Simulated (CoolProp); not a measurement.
Vapour-liquid equilibrium of n-heptane (1) + m-xylene (2) at 110.15 °C; x and y are mole fractions of (1).

Values from CoolProp's multi-fluid Helmholtz-energy mixture model, Span 2003 and Zhou 2012; pair parameters Bell 2016.

Task: Give the bubble pressure and the first vapour's composition at x = 0.05, 0.45, 0.75. Is there an azeotrope?

Result: x = 0.05: 0.05038 MPa, y = 0.175; x = 0.45: 0.09306 MPa, y = 0.718; x = 0.75: 0.1194 MPa, y = 0.889. No azeotrope shows between x = 0.05 and 0.95.

The pair parameters rest on a limited set of measurements; away from them the model extrapolates.
